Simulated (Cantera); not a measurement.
Mixture: CH4 : CO : O2 : N2 = 1 : 0.14 : 2.33 : 8.75 (molar parts), equivalence ratio 0.89, at 6.51 atm, adiabatic and at constant volume. Ignition delay is the time to a rise of 400 K.

Cantera simulation using GRI-Mech 3.0 (53 species, 325 reactions); the numbers are that mechanism's predictions, not measurements.

Question: What does this change do: pressure from 6.51 atm to 0.375 atm?

Answer: 
```
quantity                                                before       after
--------------------------------------------------  ----------  ----------
delay at 1050 K                                        71.9 ms      1.19 s
delay at 1200 K                                        7.72 ms     94.8 ms
delay at 1350 K                                        1.21 ms     11.7 ms
delay at 1500 K                                       0.245 ms     2.29 ms
delay at 1650 K                                        63.0 µs    0.673 ms
apparent activation energy between 1575 and 1725 K  190 kJ/mol  160 kJ/mol
```

Question: What does this change do: pressure from 6.51 atm to 25.7 atm?

Answer: 
```tsv
quantity	before	after
delay at 1050 K	71.9 ms	17.5 ms
delay at 1200 K	7.72 ms	1.82 ms
delay at 1350 K	1.21 ms	0.316 ms
delay at 1500 K	0.245 ms	73.1 µs
delay at 1650 K	63.0 µs	20.5 µs
apparent activation energy between 1575 and 1725 K	190 kJ/mol	180 kJ/mol
```
The pressure lies above the range GRI-Mech 3.0 was tuned for (to about 10 atm).
